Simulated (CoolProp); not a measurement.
Vapour-liquid equilibrium of nitrogen (1) + carbon monoxide (2) at 0.0514 MPa; x and y are mole fractions of (1).

Model: multi-fluid Helmholtz-energy mixture model, Span 2000 and Lemmon 2006; pair parameters Gernert 2013, in CoolProp.

Task: Give the bubble temperature and the first vapour's composition at x = 0.2, 0.5, 0.8. Is there an azeotrope?

Result: x = 0.2: 74.9 K, y = 0.313; x = 0.5: 73.6 K, y = 0.637; x = 0.8: 72.6 K, y = 0.866. No azeotrope shows between x = 0.05 and 0.95.

Pair parameters are fitted to limited data, so mixtures are less certain than the pure fluids.
